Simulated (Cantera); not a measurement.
What does this Cantera script print?

```python
import numpy as np
import cantera as ct

gas_names = """
    H HNO HNO2 HNO3 HO2 H2 H2O H2O2 N NH NH2 NH3 NH2OH NO NO2 NO3 N2 N2H2 N2H4 N2O O OH O2 O3 Si SiH
    SiH2 SiH3 SiH4 SiN SiO SiO2 Si2 Si2N Si3
""".split()
cond_names = """
    H2O(s) H2O(L) Si(cr) Si(L) SiO2(Lqz) SiO2(hqz) SiO2(L) Si2N2O(s) Si3N4(a)
""".split()


# ... load() reads the species with a 1 bar reference pressure and builds the phases ...
atoms = {
    'Si3N4': {'Si': 3, 'N': 4},
    'H2': {'H': 2},
    'O2': {'O': 2},
}
top_T = {'Si2N2O(s)': 2100, 'Si3N4(a)': 2400}  # K; cautious upper limits of use, not melting points


# ... equilibrate(T, P, feed) seeds the gas with the atoms and calls Mixture.equilibrate('TP', solver="vcs", rtol=1e-11, max_steps=5000) ...
results = []
feed = {'Si3N4': 1, 'H2': 7.8, 'O2': 0.17}  # mol
P = 100000  # Pa
for T in [2075, 2100, 2125, 2150, 2175, 2200, 2225, 2250, 2275, 2300]:
    mix = equilibrate(T, P, feed)
    results.append((T, P, feed, dict(zip(mix.species_names, mix.species_moles))))

top = {s: max(r[3][s] / sum(r[3][g] for g in gas_names) for r in results) for s in gas_names}
cols = sorted((s for s in top if top[s] > 0.0001), key=lambda s: -top[s])[:5]
seen = [c for c in cond_names if any(r[3].get(c, 0) > 1e-12 for r in results)]
print("log10 of partial pressures in bar; condensed amounts in mol")
print(f"{'T/K':>10s}" + "".join(f"{s[:9]:>10s}" for s in cols + seen))
for T, P, feed, n in results:
    ng = sum(n[g] for g in gas_names)
    print(f"{T:10.4g}" + "".join(f"{np.log10(max(n[s] / ng * P / 1e5, 1e-99)):10.3f}" for s in cols)
          + "".join(f"{n.get(c, 0):10.4g}" for c in seen))
```

Output:

```
log10 of partial pressures in bar; condensed amounts in mol
       T/K        H2        N2       SiO         H        Si     Si(L) Si2N2O(s)
      2075    -0.112    -0.710    -1.521    -2.631    -3.992     2.621   0.03625
      2100    -0.115    -0.706    -1.475    -2.564    -3.875     2.656         0
      2125    -0.116    -0.706    -1.476    -2.498    -3.760     2.655         0
      2150    -0.116    -0.706    -1.476    -2.433    -3.649     2.654         0
      2175    -0.116    -0.706    -1.476    -2.370    -3.540     2.653         0
      2200    -0.117    -0.706    -1.476    -2.308    -3.433     2.652         0
      2225    -0.117    -0.707    -1.476    -2.247    -3.329      2.65         0
      2250    -0.118    -0.707    -1.476    -2.188    -3.227     2.647         0
      2275    -0.118    -0.707    -1.477    -2.130    -3.128     2.645         0
      2300    -0.119    -0.707    -1.477    -2.074    -3.031     2.642         0
```

Equilibrium computed with Cantera from the NASA thermochemical tables; the gas is ideal and each condensed phase is pure. Mutual solubility and eutectic melting of coexisting phases are not modelled. The tables' values for SiN are old estimates; treat these amounts as uncertain. Gases not in the tables: Si2H6 and higher silanes.
